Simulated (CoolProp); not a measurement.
Model: reference Helmholtz-energy equation of state, Schroeder 2014, in CoolProp.

Problem. For ethanol, give the phase and the cv (kJ/(kg K)), expansivity (1/kK), viscosity (µPa s), conductivity (mW/(m K)) at 534.6 K and 1.07 MPa.

Solution. 
- 534.6 K and 1.07 MPa: gas; cv 2.09, expansivity 2.31, viscosity 15.9, conductivity 44.3

Viscosity comes from a separate model (Kiselev 2005). Thermal conductivity comes from a separate model (Assael 2013).
